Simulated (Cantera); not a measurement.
Feed: 1 mol PbO, 0.45 mol H2, at 1227 °C and 17.0 Pa.

Method: chemical equilibrium by Gibbs-energy minimisation in Cantera with the NASA 1993 tables (ideal gas, pure condensed phases). Kinetics and transport are ignored.

```
species          before    after
-------------  --------  -------
H2O               0.293    1.000
H2             0.000181  3.60e-5
Pb                0.403  6.02e-6
PbO               0.249    <1e-9
O2               0.0548    <1e-9
OH             0.000837    <1e-9
O               7.28e-5    <1e-9
H               1.82e-5    <1e-9
Pb(l), mol            0    0.450
PbO(red), mol         0    0.550
```
Gas species are given as mole fractions.

Task: Name the change that produced these shifts.
(A) temperature from 1227 °C to 425 °C
(B) H2 from 0.45 to 80 mol
(C) temperature from 1227 °C to 1027 °C
(D) pressure from 17.0 Pa to 640000 Pa

Result: A, temperature from 1227 °C to 425 °C
